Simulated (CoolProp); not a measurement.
50 sccm (0 °C, 1 atm) of nitrogen bubbles through liquid toluene at 347.8 K and leaves saturated at a total pressure of 0.15 MPa (ideal gas phase). Each further row changes one setting.

Computed with CoolProp (reference Helmholtz-energy equation of state, Lemmon 2006). It is a short technical equation, of lower accuracy than the large ones.

| case | vapour pressure (kPa) | mole fraction of vapour | delivery (mg/min) | delivery (sccm) | change of delivery for a bath 1 K warmer (%) |
|---|---|---|---|---|---|
| as stated | 32.2 | 0.215 | [?] | [?] | 4.7 |
| bath temperature 352.8 K | [?] | 0.256 | [?] | [?] | 4.8 |
| total pressure 0.3 MPa | 32.2 | [?] | 24.7 | 6.01 | [?] |

Question: What belongs in the gaps?

Answer: 
- as stated, delivery (mg/min): 56.2
- as stated, delivery (sccm): 13.7
- bath temperature 352.8 K, vapour pressure (kPa): 38.4
- bath temperature 352.8 K, delivery (mg/min): 70.7
- bath temperature 352.8 K, delivery (sccm): 17.2
- total pressure 0.3 MPa, mole fraction of vapour: 0.107
- total pressure 0.3 MPa, change of delivery for a bath 1 K warmer (%): 4.1
